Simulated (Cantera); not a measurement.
# Thermodynamics of iron carbonyl, mercury and lead vapours, feed Fe(CO)5 + O2 + N2

Input: 1 mol Fe(CO)5, 0.43 mol O2, 1.5 mol N2, equilibrated at 13300 Pa.

Cantera equilibrium calculation (NASA polynomials, part measured and part estimated; ideal gas, pure solids and liquids). Candidate condensed phases: C, Fe, Fe(CO)5, FeO, Fe2O3, Fe3O4; 27 gas species. Mutual solubility and eutectic melting of coexisting phases are not modelled. The tables' stoichiometric FeO is somewhat more stable than real wüstite, so its field is too wide. FeO: taken at fixed stoichiometry. Kinetics and transport are ignored.

From 1050 K to 1150 K the condensed part is Fe(α). From 1200 K to 1600 K the condensed part is Fe(γ) + FeO(s).

```
T (K)  log p CO  log p N2  log p CO2  log p Fe  log p FeO  log p NO  n Fe(α)  n Fe(γ)  n FeO(s)
-----  --------  --------  ---------  --------  ---------  --------  -------  -------  --------
1050      -1.07     -1.51      -1.75    -12.81       <-12      <-12     1.00        0         0
1100      -1.07     -1.51      -1.75    -11.90       <-12      <-12     1.00        0         0
1150      -1.07     -1.51      -1.75    -11.07       <-12      <-12     1.00        0         0
1200      -1.07     -1.51      -1.76    -10.30       <-12    -12.53        0    0.980    0.0204
1250      -1.07     -1.51      -1.78     -9.61       <-12    -11.90        0    0.951    0.0494
1300      -1.06     -1.51      -1.79     -8.96     -12.28    -11.31        0    0.924    0.0760
1350      -1.06     -1.51      -1.81     -8.37     -11.53    -10.78        0    0.899     0.101
1400      -1.06     -1.51      -1.82     -7.81     -10.84    -10.28        0    0.877     0.123
1450      -1.06     -1.51      -1.83     -7.30     -10.20     -9.81        0    0.856     0.144
1500      -1.05     -1.51      -1.85     -6.82      -9.60     -9.38        0    0.836     0.164
1550      -1.05     -1.51      -1.86     -6.38      -9.04     -8.97        0    0.818     0.182
1600      -1.05     -1.51      -1.87     -5.96      -8.52     -8.60        0    0.801     0.199
```
log p: log10 of the partial pressure in bar; n: condensed amount in mol.
